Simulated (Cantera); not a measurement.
Input: 1 mol toluene, 3.3 mol CO2, 10 mol H2, equilibrated at 1800 K and 0.0800 bar.

Method: chemical equilibrium by Gibbs-energy minimisation in Cantera with the NASA 1993 tables (ideal gas, pure condensed phases). Candidate condensed phases: C, C6H6, C7H8, C8H18, H2O; 110 gas species. Rates play no part.

Base state: H2 0.679, CO 0.320, H 0.00104, C2H2 (acetylene) 0.000119, CH4 2.83e-5 (mole fractions); condensed: C(graphite).

### Question
What changes in the equilibrium state with this change: temperature from 1800 K to 2350 K?

### Answer
| species | before | after |
|---|---|---|
| H2 | 0.679 | 0.646 |
| CO | 0.320 | 0.315 |
| H | 0.00104 | 0.0354 |
| C2H2 (acetylene) | 0.000119 | 0.00357 |
| CH4 | 2.83e-5 | 6.50e-6 |
| C(graphite), mol | 3.69 | 3.55 |
